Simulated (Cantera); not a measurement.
Ignition delay

Mixture: CO : H₂ : CH₄ : O₂ : N₂ : H₂O = 1 : 0.032 : 0.82 : 1.96 : 8.23 : 0.25 (molar parts), equivalence ratio 1.1, at 760 Torr, adiabatic and at constant volume. Ignition delay is the time to a rise of 400 K.

Model: GRI-Mech 3.0 (53 species, 325 reactions), integrated in Cantera.

| T0 (K) | delay (ms) |
|---|---|
| 1075 | 260 |
| 1175 | 58.4 |
| 1275 | 14.4 |
| 1375 | 4.03 |
| 1475 | 1.32 |
| 1575 | 0.519 |
| 1675 | 0.237 |
| 1775 | 0.122 |
| 1875 | 0.0679 |
| 1975 | 0.0406 |

```json
{
 "apparent activation energy between 1775 and 1975 K": "160 kJ/mol"
}
```
